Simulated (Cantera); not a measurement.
An isothermal, constant-pressure homogeneous reactor starts with NO : N2 = 1 : 1.4 (molar parts), at 1975 K and 0.138 atm. Integrator tolerance rtol = 1e-08.

Computed with Cantera and GRI-Mech 3.0 (53 species, 325 reactions).

```json
[
 {"quantity": "x(NO) at 40.0 s", "before": "0.00791 (gas-phase equilibrium 0.00708)", "after": "0.327 (gas-phase equilibrium 0.00238)"},
 {"quantity": "x(O2) at 40.0 s", "before": "0.204 (gas-phase equilibrium 0.204)", "after": "0.0447 (gas-phase equilibrium 0.207)"},
 {"quantity": "x(N2) at 40.0 s", "before": "0.787 (gas-phase equilibrium 0.788)", "after": "0.628 (gas-phase equilibrium 0.790)"},
 {"quantity": "x(NO2) at 40.0 s", "before": "5.24e-6 (gas-phase equilibrium 4.69e-6)", "after": "0.000200 (gas-phase equilibrium 3.12e-6)"},
 {"quantity": "x(O) at 40.0 s", "before": "0.000669 (gas-phase equilibrium 0.000670)", "after": "1.55e-5 (gas-phase equilibrium 3.17e-5)"}
]
```

### Question
What was changed between the two runs?
A. temperature 1975 to 1650 K
B. pressure from 0.138 atm to 1.18 atm
C. temperature 1975 to 1925 K
D. pressure from 0.138 atm to 0.0132 atm

### Answer
A, temperature 1975 to 1650 K
